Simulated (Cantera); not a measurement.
Equilibrium for carbothermic reduction: SiO2 + CO

Feed: 1 mol SiO2, 3.1 mol CO, held at 630000 Pa.

Cantera equilibrium calculation (NASA polynomials, part measured and part estimated; ideal gas, pure solids and liquids). Candidate condensed phases: C, Si, SiC, SiO2; 20 gas species. The tables hold silica as quartz up to 1696 K and as liquid above; real silica turns to tridymite and cristobalite and melts near 1996 K. The numbers say what is thermodynamically allowed, not how fast it happens.

From 1100 °C to 1400 °C the condensed part is C(graphite) + SiO2(β-quartz). At 1500 °C the condensed part is C(graphite) + SiO2(condensed). From 1600 °C to 1700 °C the condensed part is SiO2(condensed). At 1800 °C the condensed part is SiO2(l).

```csv
T (°C),x CO,x CO2,x SiO,x SiO2,x Si,x O,n C(graphite),n SiO2(β-quartz),n SiO2(condensed),n SiO2(l)
1100,0.986,0.0139,1.67e-10,<1e-12,<1e-12,<1e-12,0.0426,1.00,0,0
1200,0.995,0.00528,9.36e-9,<1e-12,<1e-12,<1e-12,0.0163,1.00,0,0
1300,0.998,0.00225,3.11e-7,3.06e-12,<1e-12,<1e-12,0.00697,1.000,0,0
1400,0.999,0.00107,6.72e-6,4.53e-11,1.59e-12,<1e-12,0.00329,1.000,0,0
1500,0.999,0.000554,9.91e-5,4.80e-10,1.39e-10,1.28e-12,0.00141,0,1.000,0
1600,0.999,0.000576,0.000576,3.89e-9,2.11e-9,9.20e-12,0,0,0.998,0
1700,0.997,0.00129,0.00129,2.53e-8,5.20e-9,1.17e-10,0,0,0.996,0
1800,0.995,0.00265,0.00265,1.36e-7,1.18e-8,1.16e-9,0,0,0,0.992
```
x: gas mole fraction; n: condensed amount in mol.
